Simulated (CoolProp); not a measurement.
Vapour-liquid equilibrium of cyclohexane (1) + n-dodecane (2) at 96.35 °C; x and y are mole fractions of (1).

Values from CoolProp's multi-fluid Helmholtz-energy mixture model, Zhou 2014 and Lemmon 2004; pair parameters Bell 2016.

Give the bubble pressure and the first vapour's composition at x = 0.05, 0.65, 0.8. Is there an azeotrope?

x = 0.05: 0.007985 MPa, y = 0.796; x = 0.65: 0.09892 MPa, y = 0.994; x = 0.8: 0.1245 MPa, y = 0.997. No azeotrope shows between x = 0.05 and 0.95.

Pair parameters are fitted to limited data, so mixtures are less certain than the pure fluids.
